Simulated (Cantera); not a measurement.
A diamond (100) surface in a fixed gas of H2 with x(CH4) = 0.0027, x(H) = 0.042, at 1173 K, 37.5 Torr; coverages are run to steady state.

Computed with Cantera and the Harris–Goodwin 1993 mechanism for the reconstructed diamond (100) surface.

One state of this run: growth (µm/h) = 35.1; θ c6HH = 0.453; θ c6H* = 0.0358; θ c6*H = 0.477; θ c6** = 0.0271; θ c6HM = 0.00465. θ: site fractions in the mechanism's names (c6HH fully hydrogenated, c6H* and c6*H radical sites, c6** diradical, c6HM methylated).

Problem. Which value of x(CH3) does it belong to?
A) 6.8e-06
B) 1e-06
C) 0.00082
D) 0.00031

Solution. C, 0.00082
